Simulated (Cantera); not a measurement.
A closed system holds: 1 mol Al, 0.55 mol HCl, 430 mol H2, held at 1098 K and 61.0 Pa.

Cantera equilibrium calculation (NASA polynomials, part measured and part estimated; ideal gas, pure solids and liquids). Candidate condensed phases: Al, AlCl3; 12 gas species. Equilibrium is a limit: real reactors are often held back by kinetics, nucleation or transport.

Base state: H2 0.999, AlCl 0.00128 (mole fractions); condensed: Al(l).

Problem. What changes in the equilibrium state with this change: temperature from 1098 K to 1700 K?

Solution. 
```
species      before    after
----------  -------  -------
H2            0.999    0.992
H           1.00e-6  0.00594
AlCl        0.00128  0.00121
Al          2.39e-6  0.00109
HCl         4.20e-7  6.32e-5
AlH         6.03e-7  1.62e-5
Al(l), mol    0.449        0
```
